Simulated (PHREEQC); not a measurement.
**Buffer: an equilibrium model**

Consider water at 25 °C with 0.23 mol HF, 0.0098 mol NaOH and 0.00027 mol LiCl per kg of water. Closed to the air; pH follows from the charge balance.

All values are PHREEQC results (ion-association model, wateq4f.dat), not measurements.

Each row changes one thing in this solution. Precipitation was switched off in this run.

| case | pH | ionic strength (mol/kgw) | SI of Halite (NaCl) |
|---|---|---|---|
| as made | 2.11 | 0.0187 | -7.28 |
| diluted 2-fold with water | 2.22 | 0.0117 | -7.86 |
| HF left out | 11.95 | 0.0101 | -7.25 |
| diluted 10-fold with water | 2.51 | 0.00427 | -9.22 |
| HF replaced by NaBF4 at the same molality | 3.19 | 0.240 | -6.06 |

Complexes and solids missing from the database can't appear. Real BF4- forms and hydrolyses slowly; the run takes it at equilibrium.
